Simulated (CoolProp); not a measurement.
Model: reference Helmholtz-energy equation of state, Akasaka 2015, in CoolProp.

Task: Give the vapour pressure (MPa), vapour density (kg/m³), liquid cp (kJ/(kg K)), surface tension (mN/m) of saturated R245fa at 14.55, 22.45, 26.35 °C.

Result: 
| T (°C) | p (MPa) | vapour density (kg/m³) | liquid cp (kJ/(kg K)) | surface tension (mN/m) |
|---|---|---|---|---|
| 14.55 | 0.0993 | 5.81 | 1.29 | 15.0 |
| 22.45 | 0.135 | 7.77 | 1.31 | 14.0 |
| 26.35 | 0.156 | 8.91 | 1.32 | 13.5 |

Surface tension comes from a separate correlation (Mulero 2012).
